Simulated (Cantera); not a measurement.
Charge: 1 mol H₂O, 2.1 mol H₂, 0.55 mol O₂, equilibrated at 2350 K and 100 Torr.

Method: chemical equilibrium by Gibbs-energy minimisation in Cantera with the NASA 1993 tables (ideal gas, pure condensed phases). Candidate condensed phases: H₂O; 9 gas species. Kinetics and transport are ignored.

Problem. What is the equilibrium state?

Solution. 
```json
{
  "x(H₂O)": "0.660",
  "x(H₂)": "0.313",
  "x(H)": "0.0191",
  "x(OH)": "0.00695",
  "x(O)": "0.000287",
  "x(O₂)": "0.000252",
  "gas_amount": "3.143 mol"
}
```
